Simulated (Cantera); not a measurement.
Feed: 1 mol TiCl4, 5.8 mol H2O, at 1925 K and 71000 Pa.

These are equilibrium values from Cantera (NASA tables, ideal gas, pure condensed phases), not measurements of a reactor. Candidate condensed phases: H2O, Ti, TiCl2, TiCl3, TiCl4, TiO, TiO2, Ti2O3, Ti3O5, Ti4O7; 23 gas species. Gases not in the tables: TiO(OH)2. Equilibrium is a limit: real reactors are often held back by kinetics, nucleation or transport.

Base state: HCl 0.504, H2O 0.484, Cl 0.00642, H2 0.00448, OH 0.000708, O2 0.000420, Cl2 9.77e-5, H 7.60e-5 (mole fractions); condensed: TiO2(rutile).

Q: What changes in the equilibrium state with this change: H2O from 5.8 to 0.14 mol?

A: 
```
species              before    after
-----------------  --------  -------
TiCl4               2.96e-7    0.683
HCl                   0.504    0.221
TiCl3               1.35e-7   0.0488
H2O                   0.484  6.09e-5
Cl                  0.00642   0.0410
TiCl2                 <1e-9  2.68e-5
TiOCl2              1.72e-6  0.00261
O2                 0.000420  3.01e-7
TiO2(rutile), mol     1.000   0.0683
```
The tables' values for TiCl2 are old estimates; treat these amounts as uncertain.
